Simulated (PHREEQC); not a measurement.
Synthetic water in mg/L, 25 °C, pH 6.81, pe 9.7:

| constituent | mg/L |
|---|---|
| Na | 0.0131 |
| K | 0.00514 |
| Ca | 0.00553 |
| Mg | 0.00138 |
| Cl | 0.014 |
| S(6) as SO4 | 0.00613 |
| Alkalinity as HCO3 | 0.0337 |
| Si as SiO2 | 9.01e-06 |
| Br | 8.48e-05 |
| Cu(2) | 0.00164 |
| Pb | 0.000186 |
| O(0) (dissolved oxygen) | 1.07e-05 |

Valence states are taken as typed.

Model: ion-association model, wateq4f.dat, run in PHREEQC.

No solid was allowed to form.

**Question.** Order these Cu species by the share of Cu that they hold, largest first: Cu+2, CuOH+, Cu(OH)2.

**Answer.** Cu+2 (52 %), Cu(OH)2 (45 %), CuOH+ (3.3 %)

**Question.** Order these Pb species by the share of Pb that they hold, largest first: PbOH+, Pb+2, PbCO3.

**Answer.** Pb+2 (89 %), PbOH+ (11 %), PbCO3 (0.29 %)

The ionic strength is 1.51e-6 mol/kgw. Species that the database lacks are ignored. The database's constant for dissolved Cu(OH)2 is higher than later reviews accept.
